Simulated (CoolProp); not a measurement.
Aqueous methanol as a coolant, 58 % by mass, freezing at -69.1 °C, 1 atm.

Values from CoolProp's Melinder's fits for secondary coolants.

```json
[
 {"T (°C)": "-21.8", "cp (kJ/(kg K))": "3.001", "viscosity (mPa s)": "6.80", "density (kg/m³)": "928.2", "conductivity (W/(m K))": "0.310"},
 {"T (°C)": "-16.3", "cp (kJ/(kg K))": "3.070", "viscosity (mPa s)": "5.38", "density (kg/m³)": "924.4", "conductivity (W/(m K))": "0.311"},
 {"T (°C)": "-10.8", "cp (kJ/(kg K))": "3.136", "viscosity (mPa s)": "4.34", "density (kg/m³)": "920.6", "conductivity (W/(m K))": "[?]"},
 {"T (°C)": "-5.3", "cp (kJ/(kg K))": "3.197", "viscosity (mPa s)": "3.55", "density (kg/m³)": "916.8", "conductivity (W/(m K))": "0.313"},
 {"T (°C)": "0.2", "cp (kJ/(kg K))": "[?]", "viscosity (mPa s)": "2.94", "density (kg/m³)": "913.0", "conductivity (W/(m K))": "0.313"},
 {"T (°C)": "5.7", "cp (kJ/(kg K))": "3.307", "viscosity (mPa s)": "2.47", "density (kg/m³)": "909.1", "conductivity (W/(m K))": "0.314"},
 {"T (°C)": "11.2", "cp (kJ/(kg K))": "3.354", "viscosity (mPa s)": "2.09", "density (kg/m³)": "905.2", "conductivity (W/(m K))": "0.315"},
 {"T (°C)": "16.7", "cp (kJ/(kg K))": "3.395", "viscosity (mPa s)": "1.79", "density (kg/m³)": "901.3", "conductivity (W/(m K))": "[?]"},
 {"T (°C)": "22.2", "cp (kJ/(kg K))": "3.431", "viscosity (mPa s)": "1.55", "density (kg/m³)": "[?]", "conductivity (W/(m K))": "0.317"},
 {"T (°C)": "27.6", "cp (kJ/(kg K))": "3.459", "viscosity (mPa s)": "1.35", "density (kg/m³)": "893.4", "conductivity (W/(m K))": "0.318"},
 {"T (°C)": "33.1", "cp (kJ/(kg K))": "3.482", "viscosity (mPa s)": "[?]", "density (kg/m³)": "889.5", "conductivity (W/(m K))": "0.319"}
]
```

Problem. What belongs in the gaps?

Solution. 
- -10.8, conductivity (W/(m K)): 0.312
- 0.2, cp (kJ/(kg K)): 3.254
- 16.7, conductivity (W/(m K)): 0.316
- 22.2, density (kg/m³): 897.3
- 33.1, viscosity (mPa s): 1.17
